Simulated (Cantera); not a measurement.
## B2O3 + HF + H2 (oxide etching and cleaning by halides)

Feed: 1 mol B2O3, 9.2 mol HF, 27 mol H2, at 220 Pa.

These are equilibrium values from Cantera (NASA tables, ideal gas, pure condensed phases), not measurements of a reactor. Candidate condensed phases: B, B2O3, B3O3H3, H2O; 43 gas species. Gases not in the tables: H3BO3. The numbers say what is thermodynamically allowed, not how fast it happens.

From 1000 K to 1600 K nothing is condensed.

```json
[
 {"T (K)": "1000", "log p H2": "-2.77", "log p HF": "-3.59", "log p H2O": "-3.80", "log p BOF": "-5.68", "log p BF3": "-4.02"},
 {"T (K)": "1050", "log p H2": "-2.78", "log p HF": "-3.57", "log p H2O": "-3.83", "log p BOF": "-5.20", "log p BF3": "-4.06"},
 {"T (K)": "1100", "log p H2": "-2.78", "log p HF": "-3.54", "log p H2O": "-3.86", "log p BOF": "-4.80", "log p BF3": "-4.10"},
 {"T (K)": "1150", "log p H2": "-2.78", "log p HF": "-3.51", "log p H2O": "-3.90", "log p BOF": "-4.48", "log p BF3": "-4.17"},
 {"T (K)": "1200", "log p H2": "-2.79", "log p HF": "-3.48", "log p H2O": "-3.96", "log p BOF": "-4.26", "log p BF3": "-4.26"},
 {"T (K)": "1250", "log p H2": "-2.79", "log p HF": "-3.44", "log p H2O": "-4.03", "log p BOF": "-4.13", "log p BF3": "-4.41"},
 {"T (K)": "1300", "log p H2": "-2.79", "log p HF": "-3.42", "log p H2O": "-4.10", "log p BOF": "-4.06", "log p BF3": "-4.58"},
 {"T (K)": "1350", "log p H2": "-2.79", "log p HF": "-3.40", "log p H2O": "-4.15", "log p BOF": "-4.01", "log p BF3": "-4.79"},
 {"T (K)": "1400", "log p H2": "-2.79", "log p HF": "-3.38", "log p H2O": "-4.20", "log p BOF": "-3.98", "log p BF3": "-5.02"},
 {"T (K)": "1450", "log p H2": "-2.80", "log p HF": "-3.38", "log p H2O": "-4.22", "log p BOF": "-3.97", "log p BF3": "-5.26"},
 {"T (K)": "1500", "log p H2": "-2.80", "log p HF": "-3.37", "log p H2O": "-4.24", "log p BOF": "-3.96", "log p BF3": "-5.50"},
 {"T (K)": "1550", "log p H2": "-2.80", "log p HF": "-3.37", "log p H2O": "-4.25", "log p BOF": "-3.95", "log p BF3": "-5.74"},
 {"T (K)": "1600", "log p H2": "-2.80", "log p HF": "-3.37", "log p H2O": "-4.26", "log p BOF": "-3.95", "log p BF3": "-5.98"}
]
```
log p: log10 of the partial pressure in bar; nothing condenses.
